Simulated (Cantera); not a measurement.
Charge: 1 mol Pb, 2.9 mol CO, 0.19 mol H2, 0.29 mol O2, equilibrated at 823 K and 0.120 bar.

Cantera equilibrium calculation (NASA polynomials, part measured and part estimated; ideal gas, pure solids and liquids). The numbers say what is thermodynamically allowed, not how fast it happens.

```csv
species,before,after
CO,0.322,0.761
CO2,0.595,0.177
H2,0.0552,0.0505
H2O,0.0282,0.0109
Pb,1.12e-6,0.000633
CH4,0.000341,7.39e-7
"C(graphite), mol",0.827,0
"Pb(l), mol",1.000,0.998
```
Gas species are given as mole fractions.

**Question.** Name the change that produced these shifts.
A. O2 from 0.29 to 1.6 mol
B. temperature from 823 K to 1075 K
C. CO from 2.9 to 0.11 mol
D. pressure from 0.120 bar to 13.3 mbar

**Answer.** B, temperature from 823 K to 1075 K
